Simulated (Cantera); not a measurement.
What does this Cantera script print?

```python
import numpy as np
import cantera as ct

gas_names = """
    C3H8 C6H6 H2 C2H6
""".split()
cond_names = """
    C(gr)
""".split()


def load(file, names, dense=False):
    # The tables refer to 1 bar. Condensed volumes are neglected.
    table = {s.name: s for s in ct.Species.list_from_file(file)}
    out = []
    for n in names:
        d = dict(table[n].input_data)
        d["thermo"] = dict(d["thermo"], **{"reference-pressure": 1e5})
        if dense:
            d["equation-of-state"] = {"model": "constant-volume", "density": "1e6 g/cm^3"}
        out.append(ct.Species.from_dict(d))
    return out


species = {s.name: s for s in load("nasa_gas.yaml", gas_names) + load("nasa_condensed.yaml", cond_names)}
# Each term lists the table entries of one substance; the one whose range holds T is used.
reactions = {
    '2 C3H8(g) = C6H6(g) + 5 H2(g)':
        [(-2, ['C3H8']), (1, ['C6H6']), (5, ['H2'])],
    'C2H6(g) + 4 C = C6H6(g)':
        [(-1, ['C2H6']), (-4, ['C(gr)']), (1, ['C6H6'])],
    '4 C2H6(g) + C = 3 C3H8(g)':
        [(-4, ['C2H6']), (-1, ['C(gr)']), (3, ['C3H8'])],
}


def pick(names, T):
    return next(species[n] for n in names if species[n].thermo.min_temp <= T <= species[n].thermo.max_temp)


results = []
for label, terms in reactions.items():
    print(label)
    print("     T/K   dH/kJ  dS/(J/K)   dG/kJ   log10 K")
    for T in [2225, 2325, 2425, 2525, 2625]:
        used = [(nu, pick(names, T)) for nu, names in terms]
        dH = sum(nu * s.thermo.h(T) for nu, s in used) / 1e6
        dS = sum(nu * s.thermo.s(T) for nu, s in used) / 1e3
        dG = dH - T * dS / 1e3
        logK = -dG * 1e6 / (ct.gas_constant * T * np.log(10))
        results.append((label, T, dH, dS, dG, logK, [s.name for _, s in used]))
        print(f"{T:8g} {dH:8.1f} {dS:8.1f} {dG:8.1f} {logK:8.2f}")
```

Result:

```
2 C3H8(g) = C6H6(g) + 5 H2(g)
     T/K   dH/kJ  dS/(J/K)   dG/kJ   log10 K
    2225    314.2    440.0   -664.7    15.60
    2325    312.4    439.2   -708.6    15.92
    2425    310.6    438.4   -752.5    16.21
    2525    308.7    437.6   -796.3    16.47
    2625    306.9    436.9   -840.0    16.72
C2H6(g) + 4 C = C6H6(g)
     T/K   dH/kJ  dS/(J/K)   dG/kJ   log10 K
    2225    167.9     18.5    126.7    -2.98
    2325    167.7     18.4    124.9    -2.81
    2425    167.5     18.3    123.1    -2.65
    2525    167.2     18.2    121.2    -2.51
    2625    166.9     18.1    119.4    -2.38
4 C2H6(g) + C = 3 C3H8(g)
     T/K   dH/kJ  dS/(J/K)   dG/kJ   log10 K
    2225     41.4    -91.0    243.9    -5.73
    2325     42.2    -90.7    253.0    -5.68
    2425     43.0    -90.3    262.1    -5.65
    2525     43.8    -90.0    271.1    -5.61
    2625     44.6    -89.7    280.1    -5.57
```

Standard-state values (1 bar) from the NASA 1993 polynomials, evaluated with Cantera. Condensed species are held in their standard states even where they would react or evaporate.
